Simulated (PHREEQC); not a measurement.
1 kg of water holding 0.002 mol CaSO4, 0.59 mol KCl, 0.23 mol MgBr2, 0.58 mol NaCl and 0.014 mol NaBr is evaporated at 15 °C; the solids stay in contact with the brine. The system is closed to CO2. Only these solids could form: Arcanite, Bischofite, Bloedite, Brucite, Carnallite, Epsomite, Glaserite, Glauberite, Gypsum, Anhydrite, Halite, Hexahydrite, Kainite, Kieserite, Leonite, Mirabilite, Misenite, Polyhalite, Portlandite, Schoenite, Sylvite, Syngenite, Thenardite, MgCl2_4H2O.

The series has 11 steps of water left (kg), from 1 to 0.1407.

Computed with PHREEQC (Pitzer model, pitzer.dat).

**Question.** Which solids form, in which order, and at which step of the series does each first stand?

**Answer.** Sylvite from water left = 0.2082 kg; Halite from water left = 0.1711 kg.
